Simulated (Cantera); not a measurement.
**Oxide etching and cleaning by halides: CuO + F₂**

Input: 1 mol CuO, 3.6 mol F₂, equilibrated at 0.000130 bar.

Cantera equilibrium calculation (NASA polynomials, part measured and part estimated; ideal gas, pure solids and liquids). Candidate condensed phases: Cu, CuF₂, CuO, Cu₂O; 13 gas species. Equilibrium is a limit: real reactors are often held back by kinetics, nucleation or transport.

From 350 °C to 650 °C the condensed part is CuF₂(s). From 750 °C to 1650 °C nothing is condensed.

| T (°C) | x F | x F₂ | x O₂ | x CuF₂ | x CuF | n CuF₂(s) |
|---|---|---|---|---|---|---|
| 350 | 0.0204 | 0.820 | 0.160 | 5.69e-10 | <1e-12 | 1.00 |
| 450 | 0.164 | 0.688 | 0.148 | 6.41e-7 | <1e-12 | 1.000 |
| 550 | 0.574 | 0.311 | 0.115 | 0.000123 | <1e-12 | 0.999 |
| 650 | 0.850 | 0.0509 | 0.0916 | 0.00721 | 1.68e-11 | 0.961 |
| 750 | 0.770 | 0.00512 | 0.0750 | 0.150 | 2.80e-8 | 0 |
| 850 | 0.775 | 0.000921 | 0.0747 | 0.149 | 9.40e-7 | 0 |
| 950 | 0.776 | 0.000216 | 0.0746 | 0.149 | 1.79e-5 | 0 |
| 1050 | 0.776 | 6.30e-5 | 0.0746 | 0.149 | 0.000219 | 0 |
| 1150 | 0.776 | 2.18e-5 | 0.0745 | 0.147 | 0.00186 | 0 |
| 1250 | 0.779 | 8.66e-6 | 0.0737 | 0.136 | 0.0112 | 0 |
| 1350 | 0.785 | 3.90e-6 | 0.0712 | 0.101 | 0.0422 | 0 |
| 1450 | 0.795 | 1.95e-6 | 0.0674 | 0.0492 | 0.0869 | 0 |
| 1550 | 0.800 | 1.04e-6 | 0.0643 | 0.0179 | 0.114 | 0 |
| 1650 | 0.801 | 5.83e-7 | 0.0611 | 0.00607 | 0.123 | 0 |
x: gas mole fraction; n: condensed amount in mol.
